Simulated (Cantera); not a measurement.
Input: 1 mol trisilylamine, a varied amount of NH3, 43 mol H2, at 1050 °C and 20000 Pa.

Cantera equilibrium calculation (NASA polynomials, part measured and part estimated; ideal gas, pure solids and liquids). Candidate condensed phases: Si, Si3N4; 18 gas species. The feed counts by its element totals alone. Mutual solubility and eutectic melting of coexisting phases are not modelled. Equilibrium is a limit: real reactors are often held back by kinetics, nucleation or transport.

Question: Which condensed phases are stable at each of these points (n(NH3) (mol)): 1.8, 2.3, 2.9, 3.6, 4.4, 5.5, 6.9, 8.6, 11, 13, 17?

Answer: 
```csv
n(NH3) (mol),condensed phases,Si condensed (%)
1.8,Si(s) + Si3N4(s),100.0
2.3,Si(s) + Si3N4(s),100.0
2.9,Si(s) + Si3N4(s),100.0
3.6,Si3N4(s),100.0
4.4,Si3N4(s),100.0
5.5,Si3N4(s),100.0
6.9,Si3N4(s),100.0
8.6,Si3N4(s),100.0
11,Si3N4(s),100.0
13,Si3N4(s),100.0
17,Si3N4(s),100.0
```

From 1.8 mol NH3 to 2.9 mol NH3 the condensed part is Si(s) + Si3N4(s). From 3.6 mol NH3 to 17 mol NH3 the condensed part is Si3N4(s).
